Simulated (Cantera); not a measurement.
A Cantera script and what it prints.

```python
import numpy as np
import cantera as ct

gas_names = """
    Cr CrN H H2 N NH NH2 NH3 N2 N2H2 N2H4
""".split()
cond_names = """
    Cr(cr) Cr(L) CrN(s) Cr2N(s)
""".split()


# ... load() reads the species with a 1 bar reference pressure and builds the phases ...
atoms = {
    'Cr': {'Cr': 1},
    'N2': {'N': 2},
    'H2': {'H': 2},
}
top_T = {'CrN(s)': 1900, 'Cr2N(s)': 1900}  # K; cautious upper limits of use, not melting points


# ... equilibrate(T, P, feed) seeds the gas with the atoms and calls Mixture.equilibrate('TP', solver="vcs", rtol=1e-11, max_steps=5000) ...
results = []
feed = {'Cr': 1, 'N2': 0.42, 'H2': 1.7}  # mol
T = 2023.15  # K
for P in [0.1, 1.5, 22, 320, 4600, 68000, 1000000]:
    mix = equilibrate(T, P, feed)
    results.append((T, P, feed, dict(zip(mix.species_names, mix.species_moles))))
    x = sorted(zip(gas.X, gas.species_names), reverse=True)
    print(f"T = {T:g} K  P = {P:g} Pa  gas = {mix.phase_moles(0):.4g} mol")
    print("   x: " + "  ".join(f"{s} {v:.3e}" for v, s in x if v > 1e-05))
    print("   condensed (mol): " + ("  ".join(f"{mix.phase(i).name} {mix.phase_moles(i):.4g}"
          for i in range(1, mix.n_phases) if mix.phase_moles(i) > 1e-12) or "none"))
```

Output:

```
T = 2023.15 K  P = 0.1 Pa  gas = 4.405 mol
   x: H 5.834e-01  Cr 2.270e-01  N2 9.534e-02  H2 9.419e-02
   condensed (mol): none
T = 2023.15 K  P = 1.5 Pa  gas = 3.63 mol
   x: H2 3.278e-01  H 2.810e-01  Cr 2.755e-01  N2 1.157e-01
   condensed (mol): none
T = 2023.15 K  P = 22 Pa  gas = 3.264 mol
   x: H2 4.765e-01  Cr 3.063e-01  N2 1.287e-01  H 8.848e-02
   condensed (mol): none
T = 2023.15 K  P = 320 Pa  gas = 3.158 mol
   x: H2 5.260e-01  Cr 3.166e-01  N2 1.330e-01  H 2.437e-02
   condensed (mol): none
T = 2023.15 K  P = 4600 Pa  gas = 2.199 mol
   x: H2 7.691e-01  N2 1.910e-01  Cr 3.215e-02  H 7.773e-03
   condensed (mol): Cr(cr) 0.9293
T = 2023.15 K  P = 68000 Pa  gas = 2.127 mol
   x: H2 7.983e-01  N2 1.975e-01  Cr 2.175e-03  H 2.060e-03
   condensed (mol): Cr(cr) 0.9954
T = 2023.15 K  P = 1e+06 Pa  gas = 2.121 mol
   x: H2 8.012e-01  N2 1.980e-01  H 5.381e-04  Cr 1.479e-04  NH3 6.171e-05
   condensed (mol): Cr(cr) 0.9997
```

Method: chemical equilibrium by Gibbs-energy minimisation in Cantera with the NASA 1993 tables (ideal gas, pure condensed phases).
